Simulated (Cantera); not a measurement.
An isothermal, constant-pressure homogeneous reactor starts with CH4 : O2 : N2 : H2 = 0.017 : 0.0067 : 1 : 0.0085 (molar parts), at 1350 K and 9.87 atm.

Model: GRI-Mech 3.0 (53 species, 325 reactions), integrated in Cantera.

Predict: x(CH4) at 200 s; x(CO) at 200 s.


| Quantity | Result |
|---|---|
| x(CH4) at 200 s | 0.00600 (gas-phase equilibrium 0.00154) |
| x(CO) at 200 s | 0.00496 (gas-phase equilibrium 0.0127) |
